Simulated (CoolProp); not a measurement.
Saturated liquid density (kg/m³) of R245fa: the reference equation beside estimates from Tc = 427.0 K, pc = 36.51 bar, ω = 0.378. Rackett uses Z = 0.29056 − 0.08775 ω.

Computed with CoolProp (reference Helmholtz-energy equation of state, Akasaka 2015).

```csv
T (K),reference,Rackett,Redlich-Kwong,Soave-Redlich-Kwong,Peng-Robinson
274.2,1401,1473,1207,1272,___
279.8,1387,1457,1193,1259,1423
285.4,1372,1441,1178,1246,1408
291,1358,1425,1163,___,1393
296.6,1343,1408,1147,1217,1377
302.2,1327,___,1131,1202,1361
307.9,1312,1374,1114,1186,1343
313.5,1296,1356,1098,1170,1325
319.1,___,___,1080,1153,1307
324.7,1263,___,1062,1135,1287
330.3,1246,1301,1043,1117,1267
335.9,1228,1282,1024,1098,1246
341.6,1210,1261,1004,1078,1223
```

Problem. What belongs in the gaps?

Solution. 
- 274.2, Peng-Robinson: 1437
- 291, Soave-Redlich-Kwong: 1232
- 302.2, Rackett: 1391
- 319.1, reference: 1279
- 319.1, Rackett: 1338
- 324.7, Rackett: 1320

Absolute difference from the reference over all 13 rows, mean and median: Rackett 4.7 and 4.7 %, Redlich-Kwong 15.2 and 15.1 %, Soave-Redlich-Kwong 9.8 and 9.6 %, Peng-Robinson 2.2 and 2.4 %.
